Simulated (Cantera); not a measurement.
Mixture: C3H8 : O2 : N2 = 1 : 7.04 : 46.5 (molar parts), equivalence ratio 0.71, at 2.96 atm, adiabatic and at constant volume. Ignition delay is the time to a rise of 400 K.

Computed with Cantera and GRI-Mech 3.0 (53 species, 325 reactions). GRI-Mech 3.0 was tuned for natural gas; its chemistry of propane as a main component is partial and can be far from experiment.

Question: What does this change do: C3H8 1 to 2.6 parts?

Answer: 
| quantity | before | after |
|---|---|---|
| delay at 1225 K | 2.85 ms | 3.06 ms |
| delay at 1300 K | 0.731 ms | 0.799 ms |
| delay at 1375 K | 0.227 ms | 0.254 ms |
| delay at 1450 K | 85.6 µs | 97.3 µs |
| delay at 1525 K | 38.4 µs | 44.1 µs |
| delay at 1600 K | 20.1 µs | 23.1 µs |
| apparent activation energy between 1450 and 1600 K | 190 kJ/mol | 180 kJ/mol |
